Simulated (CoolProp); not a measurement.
Saturated liquid density (kg/m³) of cyclohexane: the reference equation beside estimates from Tc = 280.5 °C, pc = 4081 kPa, ω = 0.209. Rackett uses Z = 0.29056 − 0.08775 ω.

Model: reference Helmholtz-energy equation of state, Zhou 2014, in CoolProp.

```csv
T (°C),reference,Rackett,Soave-Redlich-Kwong
121.15,676.8,682.0,629.3
128.45,668.7,673.8,620.6
135.75,660.4,665.4,611.6
142.95,652.1,656.9,602.4
150.25,643.5,648.1,592.7
157.55,634.6,639.0,582.7
164.85,625.5,629.7,572.2
172.15,616.1,620.1,561.2
```

Absolute difference from the reference over all 8 rows, mean and median: Rackett 0.7 and 0.7 %, Soave-Redlich-Kwong 7.8 and 7.8 %.
